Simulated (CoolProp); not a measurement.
Properties of n-dodecane along the isobar 5.51 bar.

The numbers come from the reference Helmholtz-energy equation of state, Lemmon 2004 in CoolProp. It is a short technical equation, of lower accuracy than the large ones.

```tsv
T (°C)	phase	expansivity (1/kK)	fugacity coefficient
129.75	liquid	1.162	0.01361
160.75	liquid	?	?
191.75	liquid	1.404	?
222.85	liquid	1.602	0.2045
253.85	liquid	?	0.3767
284.85	liquid	2.400	0.6261
315.85	gas	?	0.8196
346.85	gas	?	?
```

Task: What belongs in the gaps?

Result: 
- 160.75, expansivity (1/kK): 1.264
- 160.75, fugacity coefficient: 0.04016
- 191.75, fugacity coefficient: 0.09773
- 253.85, expansivity (1/kK): 1.900
- 315.85, expansivity (1/kK): 3.974
- 346.85, expansivity (1/kK): 3.096
- 346.85, fugacity coefficient: 0.8512
